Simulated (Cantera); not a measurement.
Mixture: CH4 : O2 : N2 = 1 : 1.25 : 4.7 (molar parts), at 12.8 atm, adiabatic and at constant volume. Ignition delay is the time to a rise of 400 K.

Detailed kinetics in Cantera: GRI-Mech 3.0 (53 species, 325 reactions). The pressure lies above the range GRI-Mech 3.0 was tuned for (to about 10 atm).

Question: Predict: delay at 1200 K; delay at 1275 K; delay at 1350 K; delay at 1425 K; delay at 1500 K; delay at 1575 K; delay at 1650 K; apparent activation energy between 1500 and 1650 K.

Answer: 
```
Quantity                                                 Value
--------------------------------------------------  ----------
delay at 1200 K                                        4.24 ms
delay at 1275 K                                        1.75 ms
delay at 1350 K                                       0.763 ms
delay at 1425 K                                       0.350 ms
delay at 1500 K                                       0.167 ms
delay at 1575 K                                        83.1 µs
delay at 1650 K                                        42.9 µs
apparent activation energy between 1500 and 1650 K  190 kJ/mol
```
